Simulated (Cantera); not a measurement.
## Silicon carbide growth: SiHCl₃ + CH₄ + H₂

Feed: 1 mol SiHCl₃, 0.074 mol CH₄, 1100 mol H₂, at 1.20 mbar.

Cantera equilibrium calculation (NASA polynomials, part measured and part estimated; ideal gas, pure solids and liquids). Candidate condensed phases: C, C₆H₆, C₇H₈, C₈H₁₈, Si, SiC; 109 gas species. Gases not in the tables: Si₂H₆ and higher silanes. Rates play no part.

```csv
T (K),x H₂,x H,x HCl,x Cl,x Si,x SiH,n SiC(s)
1773,0.988,0.00816,0.00266,1.69e-5,0.000765,3.25e-5,0.0654
1848,0.981,0.0152,0.00266,3.12e-5,0.000799,2.73e-5,0.0390
1923,0.970,0.0268,0.00262,5.45e-5,0.000847,2.37e-5,0
1998,0.951,0.0452,0.00256,9.07e-5,0.000855,1.97e-5,0
2073,0.924,0.0730,0.00247,0.000144,0.000851,1.63e-5,0
2148,0.883,0.113,0.00234,0.000220,0.000838,1.34e-5,0
2223,0.828,0.168,0.00217,0.000320,0.000816,1.09e-5,0
2298,0.756,0.240,0.00195,0.000446,0.000787,8.74e-6,0
2373,0.668,0.329,0.00168,0.000592,0.000749,6.86e-6,0
2448,0.565,0.432,0.00138,0.000750,0.000704,5.25e-6,0
2523,0.456,0.542,0.00108,0.000904,0.000656,3.91e-6,0
2598,0.349,0.649,0.000796,0.00104,0.000609,2.85e-6,0
```
x: gas mole fraction; n: condensed amount in mol.

From 1773 K to 1848 K the condensed part is SiC(s). From 1923 K to 2598 K nothing is condensed. The main Si-bearing gas is Si throughout.
